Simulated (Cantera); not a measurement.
Charge: 1 mol acetone, 0.12 mol NH3, held at 13.3 mbar.

Method: chemical equilibrium by Gibbs-energy minimisation in Cantera with the NASA 1993 tables (ideal gas, pure condensed phases). Candidate condensed phases: C, C6H6, C7H8, C8H18, H2O; 136 gas species. The feed counts by its element totals alone. Rates play no part.

Problem. At 2723 K, list the 5 most abundant gas species with their mole fractions, and the condensed phases.

Solution. H2 0.427, H 0.350, CO 0.194, C2H2 (acetylene) 0.0109, N2 0.00758. Condensed: C(graphite).
